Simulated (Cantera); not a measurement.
Feed: 1 mol Si₃N₄, 0.037 mol H₂, 0.0073 mol C, equilibrated at 1.50 Pa.

Cantera equilibrium calculation (NASA polynomials, part measured and part estimated; ideal gas, pure solids and liquids). Candidate condensed phases: C, C₆H₆, C₇H₈, C₈H₁₈, Si, SiC, Si₃N₄; 105 gas species. The tables' values for SiN are old estimates; treat these amounts as uncertain. Rates play no part. All values below are at 2227 °C.

Base state: Si 0.590, N₂ 0.394, H 0.0146, CN 0.000598, C 0.000397, SiC₂ 0.000196, SiN 0.000144, N 4.73e-5 (mole fractions); condensed: gas only.

What changes in the equilibrium state with this change: C from 0.0073 to 0.98 mol?


```json
[
 {"species": "Si", "before": "0.590", "after": "0.510"},
 {"species": "N₂", "before": "0.394", "after": "0.378"},
 {"species": "SiC₂", "before": "0.000196", "after": "0.0653"},
 {"species": "C₃", "before": "1.52e-6", "after": "0.0115"},
 {"species": "CN", "before": "0.000598", "after": "0.0115"},
 {"species": "H", "before": "0.0146", "after": "0.0141"},
 {"species": "C₅", "before": "<1e-9", "after": "1.69e-5"},
 {"species": "C₂", "before": "3.92e-6", "after": "0.00151"},
 {"species": "C₂N₂", "before": "3.92e-8", "after": "1.45e-5"}
]
```
